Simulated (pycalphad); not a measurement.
Source of the numbers: pycalphad with the COST 507 light-alloy database (1999); pressure 1 atm. These are 1990s assessments: newer ones move some temperatures and phases. Amounts are mole fractions of atoms. Kinetics are ignored, which matters at the lower temperatures.

Problem. Give the equilibrium state of Ti-4.14Hf-14.7B (at.%) at 900 K.

Solution. 
```
T = 900.00 K, P = 101325 Pa, N = 1 mol of atoms
G = -60010 J/mol, H = -7309 J/mol, S = 58.56 J/(mol K)  (SER reference)
chemical potentials (J/mol): Ti -38844, Hf -67481, B -174767
phase             fraction      x(Ti)      x(Hf)       x(B)
HCP_A3              0.7071     0.9419     0.0574   0.000756
BM                  0.2929     0.4971     0.0029     0.5000
```

Problem. Give the equilibrium state of Ti-4.14Hf-14.7B (at.%) at 1800 K.

Solution. BCC_A2, fraction 0.709, with 5.6 Hf, 0.22 B at.%; BM, fraction 0.291, with 0.60 Hf, 50.0 B at.%.

Database names, with the compositions (at.%) that they take in these runs: BM: Ti 49 B 50 Hf 0. BCC_A2 is bcc; HCP_A3 is hcp.
